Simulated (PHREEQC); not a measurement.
**Metal-bearing waste water: an equilibrium model**

Make-up at 20 °C: 0.0012 mol MnSO4, 0.22 mol CaCl2 and 0.02 mol HCl per kg of water. Closed to the air; pH follows from the charge balance.

The numbers come from PHREEQC with the ion-association model, wateq4f.dat.

No solid was allowed to form.

### Question
What pH does the model give?

### Answer
pH 1.82.

### Question
In which forms is Mn present?

### Answer
Mn+2 69 %, MnCl+ 28 %, MnCl2 2.0 % of the Mn.
